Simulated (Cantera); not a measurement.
An isothermal, constant-pressure homogeneous reactor starts with CH₄ : H₂O = 1 : 1.1 (molar parts), at 1673 K and 100000 Pa. Integrator tolerance rtol = 1e-08.

Model: GRI-Mech 3.0 (53 species, 325 reactions), integrated in Cantera.

**Question.** What does this change do: temperature 1673 to 1798 K?

**Answer.** 
| quantity | before | after |
|---|---|---|
| x(CH₄) at 60.0 s | 0.00155 (gas-phase equilibrium 2.88e-6) | 8.28e-7 (gas-phase equilibrium 9.30e-7) |
| x(H₂O) at 60.0 s | 0.0241 (gas-phase equilibrium 0.0222) | 0.0224 (gas-phase equilibrium 0.0224) |
| x(CH₂CO) at 60.0 s | 4.00e-8 (gas-phase equilibrium 6.18e-11) | 3.77e-11 (gas-phase equilibrium 4.23e-11) |
| x(O₂) at 60.0 s | <1e-12 (gas-phase equilibrium <1e-12) | 2.65e-12 (gas-phase equilibrium 2.65e-12) |
| x(H) at 60.0 s | 9.80e-5 (gas-phase equilibrium 9.82e-5) | 0.000304 (gas-phase equilibrium 0.000304) |
| x(OH) at 60.0 s | 1.55e-7 (gas-phase equilibrium 1.43e-7) | 6.10e-7 (gas-phase equilibrium 6.10e-7) |

**Question.** What does this change do: temperature 1673 to 1550 K?

**Answer.** 
```tsv
quantity	before	after
x(CH₄) at 60.0 s	0.00155 (gas-phase equilibrium 2.88e-6)	0.0242 (gas-phase equilibrium 1.05e-5)
x(H₂O) at 60.0 s	0.0241 (gas-phase equilibrium 0.0222)	0.0585 (gas-phase equilibrium 0.0218)
x(CH₂CO) at 60.0 s	4.00e-8 (gas-phase equilibrium 6.18e-11)	5.42e-7 (gas-phase equilibrium 9.59e-11)
x(O₂) at 60.0 s	<1e-12 (gas-phase equilibrium <1e-12)	<1e-12 (gas-phase equilibrium <1e-12)
x(H) at 60.0 s	9.80e-5 (gas-phase equilibrium 9.82e-5)	2.63e-5 (gas-phase equilibrium 2.72e-5)
x(OH) at 60.0 s	1.55e-7 (gas-phase equilibrium 1.43e-7)	7.49e-8 (gas-phase equilibrium 2.71e-8)
```

**Question.** What does this change do: CH4 1 to 0.17 parts?

**Answer.** 
| quantity | before | after |
|---|---|---|
| x(CH₄) at 60.0 s | 0.00155 (gas-phase equilibrium 2.88e-6) | 3.26e-9 (gas-phase equilibrium 3.80e-9) |
| x(H₂O) at 60.0 s | 0.0241 (gas-phase equilibrium 0.0222) | 0.544 (gas-phase equilibrium 0.544) |
| x(CH₂CO) at 60.0 s | 4.00e-8 (gas-phase equilibrium 6.18e-11) | <1e-12 (gas-phase equilibrium <1e-12) |
| x(O₂) at 60.0 s | <1e-12 (gas-phase equilibrium <1e-12) | 5.56e-10 (gas-phase equilibrium 5.56e-10) |
| x(H) at 60.0 s | 9.80e-5 (gas-phase equilibrium 9.82e-5) | 6.79e-5 (gas-phase equilibrium 6.79e-5) |
| x(OH) at 60.0 s | 1.55e-7 (gas-phase equilibrium 1.43e-7) | 5.06e-6 (gas-phase equilibrium 5.06e-6) |
